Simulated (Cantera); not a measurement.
Charge: 1 mol Hg, 0.12 mol O2, 2.3 mol H2, held at 240000 Pa.

Cantera equilibrium calculation (NASA polynomials, part measured and part estimated; ideal gas, pure solids and liquids). Candidate condensed phases: H2O, Hg, HgO; 10 gas species. Equilibrium is a limit: real reactors are often held back by kinetics, nucleation or transport. All values below are at 1350 K.

Base state: H2 0.624, Hg 0.303, H2O 0.0727 (mole fractions); condensed: gas only.

Problem. What changes in the equilibrium state with this change: O2 from 0.12 to 0.014 mol?

Solution. 
```csv
species,before,after
H2,0.624,0.688
Hg,0.303,0.303
H2O,0.0727,0.00848
```
